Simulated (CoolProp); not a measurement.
C2F6 (R116) at 298.15 K and 1.36 MPa is compressed adiabatically to 3.64 MPa with isentropic efficiency 0.6. Each further row changes one setting.

Values from CoolProp's reference Helmholtz-energy equation of state, Lemmon 2006. It is a short technical equation, of lower accuracy than the large ones.

| case | work (kJ/kg) | final temperature (K) | final density (kg/m³) |
|---|---|---|---|
| as stated | [?] | 342.5 | [?] |
| efficiency 1 | [?] | [?] | 258 |
| efficiency 0.65 | [?] | [?] | 242 |

Task: Some entries are withheld; supply them.

Result: 
- as stated, work (kJ/kg): 24.1
- as stated, final density (kg/m³): 238
- efficiency 1, work (kJ/kg): 14.5
- efficiency 1, final temperature (K): 333.6
- efficiency 0.65, work (kJ/kg): 22.2
- efficiency 0.65, final temperature (K): 340.8
